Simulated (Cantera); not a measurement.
A freely propagating, adiabatic, planar premixed flame of 46.1 % H₂, 10.0 % O₂, 35.1 % N₂, 8.76 % H₂O, unburnt at 500 K and 9.87 atm; unity-Lewis-number transport, grid criteria slope 0.08 and curve 0.16, no radiation.

Cantera simulation using the H2/O2 subset of GRI-Mech 3.0, which has no nitrogen chemistry; the numbers are that mechanism's predictions, not measurements. The hydrogen kinetics of GRI-Mech 3.0 are dated; newer H2 mechanisms differ, most at raised pressure. Unity Lewis numbers drop preferential diffusion, which matters most where H2 and H carry the flame. Burning velocities carry a grid error of a few per cent, more on coarse grids.

x: mole fraction of selected species; z is measured from the peak of heat release.

```tsv
z (mm)	T (K)	u (m/s)	x H₂	x O₂	x H₂O	x O	x H₂O₂	x HO₂
-0.0910	501	2.35	0.461	0.100	0.0877	<1e-8	2.74e-7	8.01e-7
-0.0606	504	2.36	0.461	0.0999	0.0881	<1e-8	1.90e-6	5.63e-6
-0.0455	511	2.40	0.460	0.0994	0.0891	<1e-8	5.92e-6	1.82e-5
-0.0303	555	2.60	0.456	0.0969	0.0948	…	2.64e-5	9.31e-5
-0.0152	807	3.72	0.431	0.0818	0.129	…	0.000105	0.000609
-0.00758	1129	5.09	0.395	0.0610	0.176	…	0.000118	0.000826
0	1474	6.48	0.344	0.0343	0.237	…	3.25e-5	0.000369
0.00758	1687	7.31	0.305	0.0147	0.281	…	4.86e-6	0.000134
0.0152	1793	7.71	0.288	0.00570	0.301	…	2.17e-6	4.77e-5
0.0303	1880	8.02	0.282	0.00101	0.313	…	7.14e-7	7.82e-6
0.0606	1934	8.22	0.285	8.59e-5	0.317	…	1.78e-7	6.60e-7
0.121	1964	8.32	0.287	6.66e-6	0.318	…	4.67e-8	6.32e-8
0.243	1979	8.38	0.289	1.10e-6	0.319	…	1.29e-8	1.05e-8
```

### Question
What belongs in the gaps?

### Answer

- -0.0303, x O: 3.02e-8
- -0.0152, x O: 3.63e-6
- -0.00758, x O: 6.83e-5
- 0, x O: 0.000314
- 0.00758, x O: 0.000348
- 0.0152, x O: 0.000216
- 0.0303, x O: 7.88e-5
- 0.0606, x O: 2.28e-5
- 0.121, x O: 5.89e-6
- 0.243, x O: 1.49e-6
